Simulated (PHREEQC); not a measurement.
A solution holds 0.00092 mol Na2SiF6 per kg of water, at 53 °C. Closed to the air; pH follows from the charge balance.

All values are PHREEQC results (ion-association model, wateq4f.dat), not measurements.

Precipitation was switched off in this run.

Task: Estimate the pH.

Result: pH 3.31.

Task: In which forms is F present?

Result: HF 40 %, F- 34 %, SiF6-2 25 %, HF2- 0.7 % of the F.

Saturation is exceeded, for instance for Quartz (slow to form), Chalcedony (slow to form); the values hold only as long as no solid forms. Away from 25 °C the constants follow the database's enthalpies or fits; those with neither stay at their 25 °C values. SiF6-2 is the database's only silicon fluoride.
